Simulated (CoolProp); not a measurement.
A simple Rankine cycle with R1336mzz(E): condensing at 319.15 K, boiler at 1.1 MPa, turbine inlet 399.2 K, turbine efficiency 0.85, pump efficiency 0.7, no recuperator. Each further row changes one setting.

Model: reference Helmholtz-energy equation of state, Akasaka 2023, in CoolProp.

| case | thermal efficiency (%) | net work (kJ/kg) | heat in (kJ/kg) | turbine exit temperature (K) | volume ratio over the turbine |
|---|---|---|---|---|---|
| as stated | 7.5 | 14.7 | 196 | [?] | 3.00 |
| condensing temperature 311.15 K | 8.9 | [?] | [?] | 367.8 | 3.84 |
| boiler pressure 0.77 MPa | 5.1 | 10.3 | [?] | 382.8 | 2.04 |
| turbine efficiency 0.75 | 6.6 | 12.9 | 196 | 375.0 | [?] |

Fill in the missing entries.


- as stated, turbine exit temperature (K): 373.0
- condensing temperature 311.15 K, net work (kJ/kg): 18.3
- condensing temperature 311.15 K, heat in (kJ/kg): 206
- boiler pressure 0.77 MPa, heat in (kJ/kg): 200
- turbine efficiency 0.75, volume ratio over the turbine: 3.02
